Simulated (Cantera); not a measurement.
What does this Cantera script print?

```python
import numpy as np
import cantera as ct

gas_names = """
    CL CLO CL2 H HCL HOCL HO2 H2 H2O H2O2 Li LiCL LiH LiO LiOH Li2 Li2CL2 Li2O Li2O2 Li2O2H2 Li3CL3 O OH
    O2 O3
""".split()
cond_names = """
    H2O(s) H2O(L) Li(cr) Li(L) LiCL(s) LiCL(L) LiH(s) LiH(L) LiOH(s) LiOH(L) Li2O(s) Li2O(L)
""".split()


# ... load() reads the species with a 1 bar reference pressure and builds the phases ...
atoms = {
    'LiCl': {'Li': 1, 'CL': 1},
    'O2': {'O': 2},
    'H2': {'H': 2},
}
top_T = {}  # K; cautious upper limits of use, not melting points


# ... equilibrate(T, P, feed) seeds the gas with the atoms and calls Mixture.equilibrate('TP', solver="vcs", rtol=1e-11, max_steps=5000) ...
results = []
feed = {'LiCl': 1, 'O2': 5.7, 'H2': 1.6}  # mol
P = 133.322  # Pa
for T in [1700, 1750, 1800, 1850, 1900, 1950, 2000, 2050]:
    mix = equilibrate(T, P, feed)
    results.append((T, P, feed, dict(zip(mix.species_names, mix.species_moles))))

top = {s: max(r[3][s] / sum(r[3][g] for g in gas_names) for r in results) for s in gas_names}
cols = sorted((s for s in top if top[s] > 1e-05), key=lambda s: -top[s])[:5]
seen = [c for c in cond_names if any(r[3].get(c, 0) > 1e-12 for r in results)]
print("log10 of partial pressures in bar; condensed amounts in mol")
print(f"{'T/K':>10s}" + "".join(f"{s[:9]:>10s}" for s in cols + seen))
for T, P, feed, n in results:
    ng = sum(n[g] for g in gas_names)
    print(f"{T:10.4g}" + "".join(f"{np.log10(max(n[s] / ng * P / 1e5, 1e-99)):10.3f}" for s in cols)
          + "".join(f"{n.get(c, 0):10.4g}" for c in seen))
```

Output:

```
log10 of partial pressures in bar; condensed amounts in mol
       T/K        O2       H2O      LiCL        OH         O
      1700    -3.062    -3.559    -3.766    -5.315    -5.881
      1750    -3.063    -3.562    -3.769    -5.174    -5.657
      1800    -3.064    -3.566    -3.772    -5.041    -5.447
      1850    -3.065    -3.571    -3.775    -4.916    -5.248
      1900    -3.068    -3.578    -3.780    -4.799    -5.059
      1950    -3.071    -3.586    -3.785    -4.689    -4.881
      2000    -3.075    -3.596    -3.792    -4.586    -4.712
      2050    -3.081    -3.610    -3.800    -4.491    -4.552
```

Equilibrium computed with Cantera from the NASA thermochemical tables; the gas is ideal and each condensed phase is pure.
